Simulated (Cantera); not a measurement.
Charge: 1 mol Cu2O, 7.5 mol H2, at 100 Torr.

These are equilibrium values from Cantera (NASA tables, ideal gas, pure condensed phases), not measurements of a reactor. Candidate condensed phases: Cu, CuO, Cu(OH)2, Cu2O, H2O; 12 gas species. Rates play no part.

Task: At 1598 K, list the 4 most abundant gas species with their mole fractions, and the condensed phases.

Result: H2 0.866, H2O 0.133, Cu 0.000290, H 0.000136. Condensed: Cu(l).
